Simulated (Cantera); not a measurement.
A Cantera script and its output.

```python
import numpy as np
import cantera as ct

gas = ct.Solution("gri30.yaml")
gas.TPX = 1750, 22, {'C2H6': 1, 'N2': 4.8}
inlet = ct.Reservoir(gas, clone=True)

reactor = ct.IdealGasConstPressureReactor(gas, energy="off", clone=False)
exhaust = ct.Reservoir(gas, clone=True)
tau = [0.83, 0.31, 0.12, 0.045, 0.017, 0.0064, 0.0024, 0.00091, 0.00034][0]
for a, b in ((inlet, reactor), (reactor, exhaust)):
    ct.MassFlowController(a, b, mdot=lambda t: reactor.mass / tau)
net = ct.ReactorNet([reactor])
show = ['C2H6', 'H2', 'HCN', 'C2H2', 'C2H', 'CH3']

rows = []
print(f"{'tau/s':>10s}{'T/K':>9s}" + "".join(f"{s:>11s}" for s in show))
for tau in [0.83, 0.31, 0.12, 0.045, 0.017, 0.0064, 0.0024, 0.00091, 0.00034]:
    net.initial_time = 0.0
    net.advance(30 * tau)
    before = gas.X
    net.advance(40 * tau)
    drift = np.max(np.abs(gas.X - before) / (gas.X + 1e-9))
    rows.append([gas.T, *gas[show].X, drift])
    print(f"{tau:10.3e}{gas.T:9.1f}" + "".join(f"{x:11.3e}" for x in gas[show].X))
```

It prints:

```
     tau/s      T/K       C2H6         H2        HCN       C2H2        C2H        CH3
 8.300e-01   1750.0  1.427e-03  1.888e-01  1.879e-05  1.013e-01  8.975e-06  1.066e-02
 3.100e-01   1750.0  3.663e-03  1.624e-01  1.121e-05  8.654e-02  9.448e-06  1.728e-02
 1.200e-01   1750.0  9.077e-03  1.316e-01  6.760e-06  6.597e-02  9.059e-06  2.690e-02
 4.500e-02   1750.0  2.286e-02  9.574e-02  3.841e-06  3.886e-02  6.891e-06  4.017e-02
 1.700e-02   1750.0  5.341e-02  5.833e-02  1.884e-06  1.386e-02  3.207e-06  5.129e-02
 6.400e-03   1750.0  1.026e-01  2.456e-02  6.371e-07  1.924e-03  5.896e-07  4.715e-02
 2.400e-03   1750.0  1.449e-01  5.217e-03  8.850e-08  6.438e-05  1.536e-08  2.879e-02
 9.100e-04   1750.0  1.630e-01  4.222e-04  1.410e-09  5.351e-07  1.405e-11  1.369e-02
 3.400e-04   1750.0  1.690e-01  1.823e-05  2.763e-12  4.981e-09  5.232e-15  5.558e-03
```

Cantera simulation using GRI-Mech 3.0 (53 species, 325 reactions); the numbers are that mechanism's predictions, not measurements. GRI-Mech 3.0 stops at C3 and has no aromatics, soot or wall deposition, so with more carbon than oxygen in the feed, carbon stays in small species such as C2H2 where larger ones or solid carbon would form. Radical loss at walls, strong at low pressure, is not modelled.
